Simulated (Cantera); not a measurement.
A closed system holds: 1 mol C₂H₅OH, 2.3 mol H₂, held at 4700000 Pa.

These are equilibrium values from Cantera (NASA tables, ideal gas, pure condensed phases), not measurements of a reactor. Candidate condensed phases: C, C₆H₆, C₇H₈, C₈H₁₈, H₂O; 110 gas species. The ideal-gas law is rough above about 30 bar. Kinetics and transport are ignored.

Q: What share of the C ends up in condensed phases as a function of T (K), at 748, 898, 1048, 1198, 1348, 1498, 1648?

A: 
```csv
T (K),C condensed (%),as
748,0.0,-
898,0.0,-
1048,7.1,C(graphite)
1198,14.5,C(graphite)
1348,23.2,C(graphite)
1498,32.6,C(graphite)
1648,39.2,C(graphite)
```
